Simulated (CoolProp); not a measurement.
Vapour-liquid equilibrium of propylene (1) + R114 (2) at 0.849 MPa; x and y are mole fractions of (1).

Computed with CoolProp (multi-fluid Helmholtz-energy mixture model, Lemmon 2013 and Platzer 1990; pair parameters Bell 2016). This equation is an older, rougher fit; its heat capacities, sound speeds and derivatives of the liquid may be far off and weren't checked against measurements.

### Question
Give the bubble temperature and the first vapour's composition at x = 0.05, 0.2, 0.5. Is there an azeotrope?

### Answer
x = 0.05: 342.3 K, y = 0.160; x = 0.2: 324.8 K, y = 0.506; x = 0.5: 303.4 K, y = 0.805. No azeotrope shows between x = 0.05 and 0.95.

Pair parameters are fitted to limited data, so mixtures are less certain than the pure fluids.
